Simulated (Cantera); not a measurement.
# Low-pressure radical oxidation in H2/O2

A perfectly stirred reactor is fed with 13.0 % H₂, 76.3 % O₂, 10.7 % N₂, at 1.20 Torr; it is held at 1425 K, and followed from long to short residence time.

Model: the H2/O2 subset of GRI-Mech 3.0, which has no nitrogen chemistry, integrated in Cantera. Radical loss at walls, strong at low pressure, is not modelled. The temperature is held fixed by assumption; the heat of reaction is taken as removed at once.

```
τ (s)      x H₂   x O₂   x H₂O₂    x HO₂     x O
------  -------  -----  -------  -------  ------
2.5     0.00317  0.705  1.48e-8  4.11e-7  0.0388
1.1     0.00405  0.692  1.51e-8  4.23e-7  0.0510
0.46    0.00477  0.681  1.52e-8  4.24e-7  0.0607
0.20    0.00530  0.676  1.52e-8  4.23e-7  0.0658
0.087   0.00593  0.673  1.53e-8  4.23e-7  0.0678
0.037   0.00711  0.673  1.59e-8  4.23e-7  0.0674
0.016   0.00961  0.676  1.70e-8  4.24e-7  0.0645
0.0070   0.0149  0.681  1.87e-8  4.21e-7  0.0586
0.0030   0.0262  0.691  2.04e-8  4.08e-7  0.0486
0.0013   0.0489  0.708  1.94e-8  3.69e-7  0.0340
```
x: mole fraction; the columns are a selection and need not sum to one.
